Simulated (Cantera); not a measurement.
What does this Cantera script print?

```python
import numpy as np
import cantera as ct

gas = ct.Solution("h2o2.yaml")
gas.TPX = 600, 11000, {'H2': 1, 'O2': 0.926, 'N2': 3.15}
flame = ct.FreeFlame(gas, width=0.19)
flame.set_refine_criteria(ratio=3, slope=0.08, curve=0.16)
flame.transport_model = "mixture-averaged"
flame.solve(loglevel=0, auto=True)
z, T = flame.grid, flame.T
thick = (T[-1] - T[0]) / np.gradient(T, z).max()
show = ['H2', 'O2', 'H', 'OH', 'H2O', 'H2O2']
print(f"laminar burning velocity  {flame.velocity[0] * 100:.3f} cm/s")
print(f"burnt temperature         {T[-1]:.1f} K")
print(f"thermal thickness         {thick * 1e3:.4f} mm")
print(f"grid points               {len(z)}")
z0 = z[flame.heat_release_rate.argmax()]
print(f"{'z/mm':>9s}{'T/K':>9s}{'u/(m/s)':>9s}" + "".join(f"{s:>11s}" for s in show))
rows = []
for k in (-3, -2, -1.5, -1, -0.5, -0.25, 0, 0.25, 0.5, 1, 2, 4, 8):
    zz = z0 + k * thick
    rows.append([k * thick, np.interp(zz, z, T), np.interp(zz, z, flame.velocity),
                 *(np.interp(zz, z, flame.X[gas.species_index(s)]) for s in show)])
    print(f"{rows[-1][0] * 1e3:9.3f}{rows[-1][1]:9.1f}{rows[-1][2]:9.3f}" + "".join(f"{x:11.3e}" for x in rows[-1][3:]))
```

Output:

```
laminar burning velocity  427.240 cm/s
burnt temperature         2029.4 K
thermal thickness         7.7795 mm
grid points               130
     z/mm      T/K  u/(m/s)         H2         O2          H         OH        H2O       H2O2
  -23.339    600.0    4.272  1.970e-01  1.824e-01  8.532e-15  2.551e-17  2.169e-14 -1.216e-16
  -15.559    600.0    4.272  1.970e-01  1.824e-01  8.109e-12  2.068e-14  5.390e-12  4.553e-15
  -11.669    600.0    4.272  1.970e-01  1.824e-01  8.064e-10  1.735e-12  2.325e-10  3.622e-13
   -7.780    600.0    4.272  1.970e-01  1.824e-01  3.384e-07  1.575e-09  1.291e-07  6.301e-10
   -3.890    612.1    4.349  1.942e-01  1.824e-01  3.553e-04  4.099e-05  9.034e-04  8.888e-07
   -1.945    735.2    5.155  1.706e-01  1.791e-01  6.294e-03  3.328e-04  1.312e-02  8.234e-07
    0.000   1055.3    7.204  7.735e-02  1.441e-01  3.519e-02  2.725e-03  8.767e-02  8.665e-07
    1.945   1297.5    8.767  2.060e-02  1.034e-01  4.327e-02  6.599e-03  1.558e-01  1.011e-06
    3.890   1413.8    9.495  1.552e-02  9.668e-02  3.589e-02  8.490e-03  1.676e-01  7.627e-07
    7.780   1542.0   10.272  1.430e-02  9.401e-02  2.600e-02  1.056e-02  1.754e-01  4.552e-07
   15.559   1672.8   11.043  1.221e-02  9.219e-02  1.671e-02  1.215e-02  1.839e-01  2.396e-07
   31.118   1794.8   11.742  9.198e-03  9.117e-02  9.207e-03  1.258e-02  1.927e-01  1.284e-07
   62.236   1896.1   12.311  5.898e-03  9.097e-02  4.153e-03  1.150e-02  2.009e-01  7.475e-08
```

Computed with Cantera and the H2/O2 subset of GRI-Mech 3.0, which has no nitrogen chemistry. Burning velocities carry a grid error of a few per cent, more on coarse grids. Lean hydrogen flames are cellular in practice and burn faster than this planar one.
